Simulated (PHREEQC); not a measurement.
**Brine (model solution)**

Solution (65 °C): 0.38 mol Na2CO3 and 0.097 mol K2SO4 per kg of water. Closed to the air; pH follows from the charge balance.

Computed with PHREEQC (Pitzer model, pitzer.dat).

Precipitation was switched off in this run.

Problem. Estimate the pH.

Solution. pH 10.88.

Problem. In which forms is C present?

Solution. CO3-2 96 %, HCO3- 3.8 % of the C.

Species that the database lacks are ignored. In brines, pH and single-ion activities rest on the MacInnes convention. At this temperature some constants are extrapolated from 25 °C, and those without enthalpy data are left unchanged.
